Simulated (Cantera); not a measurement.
Feed: 1 mol TiO₂, 2 mol HCl, 0.015 mol Cl₂, held at 1000 Pa.

Method: chemical equilibrium by Gibbs-energy minimisation in Cantera with the NASA 1993 tables (ideal gas, pure condensed phases). Candidate condensed phases: H₂O, Ti, TiCl₂, TiCl₃, TiCl₄, TiO, TiO₂, Ti₂O₃, Ti₃O₅, Ti₄O₇; 23 gas species. Kinetics and transport are ignored.

Task: At 1225 K, list the 5 most abundant gas species with their mole fractions, and the condensed phases.

Result: HCl 0.988, Cl₂ 0.00523, Cl 0.00441, H₂O 0.00163, TiCl₄ 0.000814. Condensed: TiO₂(rutile).
